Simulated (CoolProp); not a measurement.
Vapour-liquid equilibrium of R134a (1) + dimethyl ether (2) at 261.3 K; x and y are mole fractions of (1).

Computed with CoolProp (multi-fluid Helmholtz-energy mixture model, Tillner-Roth 1994 and Wu 2011; pair parameters Bell 2016).

**Question.** Give the bubble pressure and the first vapour's composition at x = 0.65, 0.8, 0.875. Is there an azeotrope?

**Answer.** x = 0.65: 1.700 bar, y = 0.691; x = 0.8: 1.763 bar, y = 0.837; x = 0.875: 1.799 bar, y = 0.902. y crosses x between x = 0.275 and 0.35: the model has an azeotrope there.

The pair parameters rest on a limited set of measurements; away from them the model extrapolates.
